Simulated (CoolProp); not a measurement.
Model: reference Helmholtz-energy equation of state, Jacobsen 1992, in CoolProp.

**Question.** Give the vapour pressure (bar), enthalpy of vaporisation (kJ/kg), liquid viscosity (µPa s), liquid conductivity (mW/(m K)) of saturated R11 at 122.95 °C.

**Answer.** 
```json
[
 {"T (°C)": "122.95", "p (bar)": "13.1", "enthalpy of vaporisation (kJ/kg)": "133", "liquid viscosity (µPa s)": "177", "liquid conductivity (mW/(m K))": "60.0"}
]
```

Viscosity comes from a separate model (Klein 1997), an estimate that may be off by 10 % or more. Thermal conductivity comes from a separate model (McLinden 2000), an estimate that may be off by 10 % or more.
